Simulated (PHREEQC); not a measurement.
Na2SO4 is added in steps, without added water, to 1 kg of water holding 0.22 mol/kgw HCl, 0.047 mol/kgw MnSO4 and 0.0044 mol/kgw NiSO4, at 20 °C. The system is closed to oxygen. CO2 from the air is kept out. Solids allowed: Pyrochroite, Ni(OH)2, Ni4(OH)6SO4, Halite, Mirabilite, Morenosite. Others were left out.

Base run: PHREEQC, ion-association model, wateq4f.dat. Each further column changes one thing. The table gives pH.

| Na2SO4 added (mol) | base | 0.06 mol/kgw Sr(OH)2 added | HCl from 0.22 to 0.33 mol/kgw | MnSO4 from 0.047 to 0.0047 mol/kgw | no solid may form |
|---|---|---|---|---|---|
| 0 | 0.85 | 1.11 | 0.65 | 0.77 | 0.85 |
| 0.11 | 1.04 | 1.37 | 0.80 | 0.98 | 1.04 |
| 0.22 | 1.20 | 1.57 | 0.93 | 1.15 | 1.20 |
| 0.33 | 1.31 | 1.68 | 1.05 | 1.28 | 1.31 |
| 0.44 | 1.39 | 1.76 | 1.13 | 1.37 | 1.39 |
| 0.55 | 1.44 | 1.81 | 1.20 | 1.43 | 1.44 |
| 0.66 | 1.49 | 1.85 | 1.25 | 1.47 | 1.49 |

The ionic strength passes 0.7 mol/kgw, the rough limit of the ion-association models, in part of: base; 0.06 mol/kgw Sr(OH)2 added; HCl from 0.22 to 0.33 mol/kgw; MnSO4 from 0.047 to 0.0047 mol/kgw; no solid may form. Solids allowed in the column '0.06 mol/kgw Sr(OH)2 added': Celestite, Pyrochroite, Ni(OH)2, Ni4(OH)6SO4, Halite, Mirabilite, Morenosite.
